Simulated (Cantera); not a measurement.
Input: 1 mol Si, 0.0061 mol O2, 160 mol H2, held at 1475 K.

Method: chemical equilibrium by Gibbs-energy minimisation in Cantera with the NASA 1993 tables (ideal gas, pure condensed phases). Candidate condensed phases: H2O, Si, SiO2; 18 gas species. Mutual solubility and eutectic melting of coexisting phases are not modelled. The tables hold silica as quartz up to 1696 K and as liquid above; real silica turns to tridymite and cristobalite and melts near 1996 K. Gases not in the tables: Si2H6 and higher silanes. Kinetics and transport are ignored.

Q: Which condensed phases are stable at each of these points (P (Pa)): 10, 120, 1600, 19000, 240000, 3000000?

A: 
| P (Pa) | condensed phases | Si condensed (%) |
|---|---|---|
| 10 | Si(s) | 97.8 |
| 120 | Si(s) | 98.7 |
| 1600 | Si(s) | 98.8 |
| 19000 | Si(s) | 98.8 |
| 240000 | Si(s) | 98.7 |
| 3000000 | Si(s) + SiO2(β-quartz) | 99.3 |

From 10.0 Pa to 2.40 bar the condensed part is Si(s). At 30.0 bar the condensed part is Si(s) + SiO2(β-quartz).
